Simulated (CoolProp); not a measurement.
CH3F (R41) at several states: fugacity coefficient from the reference equation and from simpler models built on Tc = 317.3 K, pc = 59.06 bar, ω = 0.200; each cubic takes its own stable root.

Model: reference Helmholtz-energy equation of state, Lemmon 2006, in CoolProp. It is a short technical equation, of lower accuracy than the large ones.

```json
[
 {"T (K)": "250.7", "p (bar)": "28.7", "phase": "liquid", "reference": "0.3226", "van der Waals": "0.6227", "Redlich-Kwong": "0.4129", "Soave-Redlich-Kwong": "0.3437", "Peng-Robinson": "0.3356"},
 {"T (K)": "363.6", "p (bar)": "3.59", "phase": "gas", "reference": "0.9848", "van der Waals": "0.9871", "Redlich-Kwong": "0.9862", "Soave-Redlich-Kwong": "0.9870", "Peng-Robinson": "0.9850"},
 {"T (K)": "401.4", "p (bar)": "277", "phase": "supercritical", "reference": "0.4945", "van der Waals": "0.5186", "Redlich-Kwong": "0.5274", "Soave-Redlich-Kwong": "0.5861", "Peng-Robinson": "0.5368"},
 {"T (K)": "396", "p (bar)": "55.5", "phase": "gas", "reference": "0.8367", "van der Waals": "0.8437", "Redlich-Kwong": "0.8441", "Soave-Redlich-Kwong": "0.8621", "Peng-Robinson": "0.8398"},
 {"T (K)": "174.8", "p (bar)": "14.8", "phase": "liquid", "reference": "0.02007", "van der Waals": "0.2068", "Redlich-Kwong": "0.03248", "Soave-Redlich-Kwong": "0.01891", "Peng-Robinson": "0.01960"}
]
```
